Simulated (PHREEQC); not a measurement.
Consider water at 25 °C with 0.00011 mol Ag2SO4, 0.13 mol NaNO3 and 0.0036 mol Cu(NO3)2 per kg of water. Closed to the air; pH follows from the charge balance.

Computed with PHREEQC (ion-association model, wateq4f.dat).

```
quantity                          before    after
-------------------------------  -------  -------
pH                                  5.10     4.45
SO4-2 (mol/kgw)                  8.45e-5  8.10e-5
AgNO3 (mol/kgw)                  7.98e-6  7.41e-6
CuSO4 (mol/kgw)                  7.20e-6  7.51e-6
Cu2(OH)2+2 (mol/kgw)             3.42e-6  2.22e-5
CuOH+ (mol/kgw)                  2.18e-6  4.50e-7
SI of Tenorite (CuO)               -0.31    +0.21
SI of Cu2(OH)3NO3 (Cu2(OH)3NO3)    -0.72    -0.66
```

**Question.** Which change was made?
A) temperature from 25 to 85 °C
B) NaNO3 replaced by Ni(NO3)2 at the same molality
C) NaNO3 from 0.13 to 0.026 mol/kgw
D) temperature from 25 to 45 °C
E) temperature from 25 to 70 °C

**Answer.** A, temperature from 25 to 85 °C

This is a speciation only: nothing precipitates in the calculation. Some of these states are supersaturated (in Tenorite (slow to form), for instance). Constants without temperature data keep their 25 °C values here.
